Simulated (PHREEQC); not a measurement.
0.021 g of hydrous ferric oxide (600 m²/g; 0.2 weak and 0.005 strong sites per Fe, Dzombak-Morel constants, diffuse double layer) in 1 kg of water with 0.05 mol/kgw of an inert sodium salt and 0.00016 mmol/kgw BaCl2, at 25 °C; the pH is set by adding NaOH or the inert anion's acid. O2 is buffered at 0.21 atm. CO2 from the air is kept out. Precipitation was switched off in this run.

Equilibrium calculation in PHREEQC: ion-association model, wateq4f.dat.

```csv
pH,Ba sorbed (%),surface charge σ (C/m²),surface potential ψ (mV)
3,0.0,0.357,169
3.5,0.0,0.335,166
4,0.0,0.294,160
4.5,0.0,0.238,…
5,0.0,…,135
5.5,0.0,0.130,118
6,0.0,…,99
6.5,0.0,0.058,…
7,…,0.034,…
7.5,1.1,0.017,31
8,7.2,0.003,…
8.5,34.9,-0.010,-20
9,77.4,-0.026,-44
```

Question: Complete the blanks.

Answer: 
- 4.5, surface potential ψ (mV): 149
- 5, surface charge σ (C/m²): 0.181
- 6, surface charge σ (C/m²): 0.089
- 6.5, surface potential ψ (mV): 78
- 7, Ba sorbed (%): 0.2
- 7, surface potential ψ (mV): 56
- 8, surface potential ψ (mV): 6

Complexes and solids missing from the database can't appear. The oxide is taken as insoluble; below pH 4 it would dissolve.
